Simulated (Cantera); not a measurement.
TiO2 + H2O + H2 + HCl (chemical vapour transport)

Feed: 1 mol TiO2, 0.79 mol H2O, 0.11 mol H2, 0.2 mol HCl, held at 1175 K and 1.00 bar.

Equilibrium computed with Cantera from the NASA thermochemical tables; the gas is ideal and each condensed phase is pure. Candidate condensed phases: H2O, Ti, TiCl2, TiCl3, TiCl4, TiO, TiO2, Ti2O3, Ti3O5, Ti4O7; 23 gas species. Condensed phases not in the tables: TiOCl. Gases not in the tables: TiO(OH)2. The numbers say what is thermodynamically allowed, not how fast it happens.

| Quantity | Value |
|---|---|
| x(H2O) | 0.718 |
| x(HCl) | 0.182 |
| x(H2) | 0.100 |
| n(TiO2(rutile)) | 1.00 mol |
| gas amount | 1.100 mol |
| log10 activity of Ti4O7(s) (absent) | -3.95 |
| log10 activity of Ti3O5(s) (absent) | -4.16 |
| log10 activity of Ti2O3(s) (absent) | -4.59 |
